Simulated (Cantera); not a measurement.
Charge: 1 mol CH3F, 0.22 mol F2, 4.5 mol H2, held at 0.00120 bar.

Method: chemical equilibrium by Gibbs-energy minimisation in Cantera with the NASA 1993 tables (ideal gas, pure condensed phases). Candidate condensed phases: C, C6H6, C7H8, C8H18; 95 gas species. Equilibrium is a limit: real reactors are often held back by kinetics, nucleation or transport. All values below are at 927 °C.

Base state: H2 0.786, HF 0.214, CH4 1.17e-5 (mole fractions); condensed: C(graphite).

Task: What changes in the equilibrium state with this change: CH3F replaced by CH2F2?

Result: 
```json
[
 {"species": "H2", "before": "0.786", "after": "0.637"},
 {"species": "HF", "before": "0.214", "after": "0.363"},
 {"species": "CH4", "before": "1.17e-5", "after": "7.69e-6"},
 {"species": "C(graphite), mol", "before": "1.000", "after": "1.000"}
]
```
